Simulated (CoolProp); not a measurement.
Aqueous potassium formate as a coolant, at 21 °C, 1 atm.

Model: Melinder's fits for secondary coolants, in CoolProp.

| mass % | freezing point (°C) | density (kg/m³) | conductivity (W/(m K)) | cp (kJ/(kg K)) | viscosity (mPa s) |
|---|---|---|---|---|---|
| 3.2 | -1.4 | 1019 | 0.593 | 4.060 | 1.05 |
| 8.9 | -4.3 | 1053 | 0.581 | 3.850 | 1.13 |
| 14.7 | -7.8 | 1088 | 0.570 | 3.642 | 1.22 |
| 20.5 | -12.0 | 1125 | 0.560 | 3.443 | 1.35 |
| 26.3 | -17.2 | 1164 | 0.550 | 3.256 | 1.51 |
| 32.1 | -23.6 | 1204 | 0.538 | 3.084 | 1.69 |
| 37.9 | -31.7 | 1246 | 0.524 | 2.931 | 1.88 |
